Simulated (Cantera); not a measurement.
Input (Python, Cantera) and output of one run.

```python
import numpy as np
import cantera as ct

gas_names = """
    H2O H2
""".split()
cond_names = """
    V(cr) V(L) V2O3(s) V2O3(L)
""".split()


# ... load() reads the species with a 1 bar reference pressure and builds the phases ...
species = {s.name: s for s in load("nasa_gas.yaml", gas_names) + load("nasa_condensed.yaml", cond_names)}
# Each term lists the table entries of one substance; the one whose range holds T is used.
reactions = {
    '3 H2O(g) + 2 V = V2O3 + 3 H2(g)':
        [(-3, ['H2O']), (-2, ['V(cr)', 'V(L)']), (1, ['V2O3(s)', 'V2O3(L)']), (3, ['H2'])],
}


def pick(names, T):
    return next(species[n] for n in names if species[n].thermo.min_temp <= T <= species[n].thermo.max_temp)


results = []
for label, terms in reactions.items():
    print(label)
    print("     T/K   dH/kJ  dS/(J/K)   dG/kJ   log10 K")
    for T in [1423, 1523, 1623, 1723, 1823]:
        used = [(nu, pick(names, T)) for nu, names in terms]
        dH = sum(nu * s.thermo.h(T) for nu, s in used) / 1e6
        dS = sum(nu * s.thermo.s(T) for nu, s in used) / 1e3
        dG = dH - T * dS / 1e3
        logK = -dG * 1e6 / (ct.gas_constant * T * np.log(10))
        results.append((label, T, dH, dS, dG, logK, [s.name for _, s in used]))
        print(f"{T:8g} {dH:8.1f} {dS:8.1f} {dG:8.1f} {logK:8.2f}")
```

Result:

```
3 H2O(g) + 2 V = V2O3 + 3 H2(g)
     T/K   dH/kJ  dS/(J/K)   dG/kJ   log10 K
    1423   -441.5    -60.4   -355.6    13.05
    1523   -437.7    -57.8   -349.7    11.99
    1623   -433.9    -55.4   -344.0    11.07
    1723   -430.1    -53.1   -338.6    10.26
    1823   -426.5    -51.1   -333.4     9.55
```

Standard-state values (1 bar) from the NASA 1993 polynomials, evaluated with Cantera. Condensed species are held in their standard states even where they would react or evaporate.
